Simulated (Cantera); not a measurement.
## Si₃H₈ + Cl₂ + H₂ (silicon epitaxy and polysilicon growth)

Charge: 1 mol Si₃H₈, 0.012 mol Cl₂, 260 mol H₂, held at 10.0 mbar.

Method: chemical equilibrium by Gibbs-energy minimisation in Cantera with the NASA 1993 tables (ideal gas, pure condensed phases). Candidate condensed phases: Si; 19 gas species. The feed counts by its element totals alone. Gases not in the tables: Si₂H₆ and higher silanes. Rates play no part.

```csv
T (K),log p H₂,log p H,log p Si,log p HCl,log p SiH,log p SiH₂,log p Si₂,n Si(s),n Si(l)
898,-2.00,-10.96,<-14,-6.04,<-14,-13.46,<-14,3.00,0
973,-2.00,-9.97,<-14,-6.04,<-14,-12.38,<-14,3.00,0
1048,-2.00,-9.11,<-14,-6.04,<-14,-11.45,<-14,3.00,0
1123,-2.00,-8.37,-13.19,-6.04,-12.79,-10.65,<-14,3.00,0
1198,-2.00,-7.72,-11.89,-6.04,-11.71,-9.94,<-14,3.00,0
1273,-2.00,-7.15,-10.74,-6.04,-10.76,-9.32,<-14,3.00,0
1348,-2.00,-6.64,-9.73,-6.04,-9.92,-8.77,-13.14,3.00,0
1423,-2.00,-6.18,-8.82,-6.04,-9.16,-8.28,-11.96,3.00,0
1498,-2.00,-5.76,-8.00,-6.04,-8.49,-7.84,-10.90,3.00,0
1573,-2.00,-5.39,-7.26,-6.04,-7.88,-7.44,-9.94,3.00,0
1648,-2.00,-5.05,-6.59,-6.04,-7.32,-7.07,-9.07,2.99,0
1723,-2.00,-4.74,-6.01,-6.04,-6.85,-6.77,-8.33,0,2.97
1798,-2.00,-4.45,-5.51,-6.04,-6.45,-6.53,-7.73,0,2.90
```
log p: log10 of the partial pressure in bar; n: condensed amount in mol.

From 898 K to 1648 K the condensed part is Si(s). From 1723 K to 1798 K the condensed part is Si(l). The main Si-bearing gas is SiH₂Cl₂ at 898 K and Si at 1798 K.
